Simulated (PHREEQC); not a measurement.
# Reverse-osmosis permeate: an equilibrium model

A made-up water analysis in mg/kgw, 20 °C, pH 5.77, pe 8.7:

```
constituent         mg/kgw
------------------  ------
Na                    8.24
K                     2.46
Ca                    6.27
Mg                   0.256
Cl                    47.7
S(6) as SO4           5.96
Alkalinity as HCO3    11.5
Si as SiO2            1.16
Zn                  0.0136
```

Na is adjusted to close the charge balance.
Valence states are taken as typed.

Equilibrium calculation in PHREEQC: ion-association model, phreeqc.dat.

| Item | Value |
|---|---|
| ionic strength | 0.00188 mol/kgw |
| specific conductance | 178 µS/cm |

```tsv
species	molality	activity	log γ
Cl-	0.00135	0.00128	-0.021
Na+	0.00126	0.00120	-0.021
CO2	0.000741	0.000741	0.000
HCO3-	0.000190	0.000181	-0.020
Ca+2	0.000155	0.000129	-0.082
K+	6.29e-5	5.99e-5	-0.021
SO4-2	6.05e-5	5.01e-5	-0.082
H4SiO4	1.93e-5	1.93e-5	0.000
```

No solid was allowed to form.
